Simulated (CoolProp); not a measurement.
Vapour-liquid equilibrium of dimethyl ether (1) + methanol (2) at 2.31 bar; x and y are mole fractions of (1).

Model: multi-fluid Helmholtz-energy mixture model, Wu 2011 and de Reuck 1993; pair parameters Bell 2016, in CoolProp.

```json
[
 {"x": "0.05", "bubble temperature (K)": "(withheld)", "y at the bubble point": "0.590", "dew temperature at overall composition x (K)": "358.6", "liquid density (mol/L)": "22.73"},
 {"x": "0.15", "bubble temperature (K)": "307.3", "y at the bubble point": "0.892", "dew temperature at overall composition x (K)": "355.4", "liquid density (mol/L)": "22.36"},
 {"x": "0.25", "bubble temperature (K)": "(withheld)", "y at the bubble point": "0.948", "dew temperature at overall composition x (K)": "351.9", "liquid density (mol/L)": "(withheld)"},
 {"x": "0.35", "bubble temperature (K)": "286.8", "y at the bubble point": "0.967", "dew temperature at overall composition x (K)": "348.1", "liquid density (mol/L)": "20.69"},
 {"x": "0.45", "bubble temperature (K)": "282.5", "y at the bubble point": "0.976", "dew temperature at overall composition x (K)": "343.7", "liquid density (mol/L)": "(withheld)"},
 {"x": "0.55", "bubble temperature (K)": "279.5", "y at the bubble point": "0.981", "dew temperature at overall composition x (K)": "338.6", "liquid density (mol/L)": "18.88"},
 {"x": "0.65", "bubble temperature (K)": "277.2", "y at the bubble point": "0.985", "dew temperature at overall composition x (K)": "332.5", "liquid density (mol/L)": "18.01"},
 {"x": "0.75", "bubble temperature (K)": "275.1", "y at the bubble point": "0.988", "dew temperature at overall composition x (K)": "324.8", "liquid density (mol/L)": "17.19"},
 {"x": "0.85", "bubble temperature (K)": "272.9", "y at the bubble point": "(withheld)", "dew temperature at overall composition x (K)": "313.8", "liquid density (mol/L)": "16.41"},
 {"x": "0.95", "bubble temperature (K)": "270.5", "y at the bubble point": "0.997", "dew temperature at overall composition x (K)": "293.4", "liquid density (mol/L)": "15.67"}
]
```

### Question
What belongs in the gaps?

### Answer

- 0.05, bubble temperature (K): 336.4
- 0.25, bubble temperature (K): 293.9
- 0.25, liquid density (mol/L): 21.59
- 0.45, liquid density (mol/L): 19.78
- 0.85, y at the bubble point: 0.992

No azeotrope shows between x = 0.05 and 0.95.

Pair parameters are fitted to limited data, so mixtures are less certain than the pure fluids. With so large a gap from Raoult's law the liquid may split in two, which this calculation doesn't test in full.
